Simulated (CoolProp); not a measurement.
Model: reference Helmholtz-energy equation of state, Gao 2022, in CoolProp.

**Question.** Give the vapour pressure (bar), liquid density (kg/m³), vapour density (kg/m³), enthalpy of vaporisation (kJ/kg) of saturated n-perfluorohexane at 267.2, 392.7 K.

**Answer.** 
```json
[
 {"T (K)": "267.2", "p (bar)": "0.0619", "liquid density (kg/m³)": "1760", "vapour density (kg/m³)": "0.948", "enthalpy of vaporisation (kJ/kg)": "101"},
 {"T (K)": "392.7", "p (bar)": "5.67", "liquid density (kg/m³)": "1340", "vapour density (kg/m³)": "75.7", "enthalpy of vaporisation (kJ/kg)": "62.9"}
]
```
